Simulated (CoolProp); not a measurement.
Vapour-liquid equilibrium of R134a (1) + R152A (2) at 280.4 K; x and y are mole fractions of (1).

Computed with CoolProp (multi-fluid Helmholtz-energy mixture model, Tillner-Roth 1994 and Outcalt 1996; pair parameters Lemmon 2004).

| x | bubble pressure (bar) | y at the bubble point | dew pressure at overall composition x (bar) | liquid density (mol/L) |
|---|---|---|---|---|
| 0.05 | 3.400 | 0.050 | 3.400 | 14.15 |
| 0.125 | 3.404 | 0.127 | 3.403 | ? |
| 0.2 | 3.412 | 0.206 | 3.411 | 13.82 |
| 0.275 | 3.425 | 0.285 | 3.423 | 13.67 |
| 0.35 | 3.443 | 0.365 | 3.439 | ? |
| 0.425 | ? | 0.445 | 3.459 | 13.38 |
| 0.5 | 3.493 | 0.524 | 3.484 | 13.24 |
| 0.575 | 3.524 | 0.601 | 3.513 | 13.11 |
| 0.65 | 3.560 | 0.677 | 3.546 | 12.98 |
| 0.725 | 3.600 | 0.751 | 3.585 | 12.86 |
| 0.8 | 3.644 | 0.823 | 3.629 | 12.74 |
| 0.875 | 3.692 | 0.892 | 3.679 | 12.63 |
| 0.95 | 3.743 | 0.958 | 3.736 | 12.52 |

### Question
Fill in the missing entries.

### Answer

- 0.125, liquid density (mol/L): 13.98
- 0.35, liquid density (mol/L): 13.52
- 0.425, bubble pressure (bar): 3.465

No azeotrope shows between x = 0.05 and 0.95.

Pair parameters are fitted to limited data, so mixtures are less certain than the pure fluids.
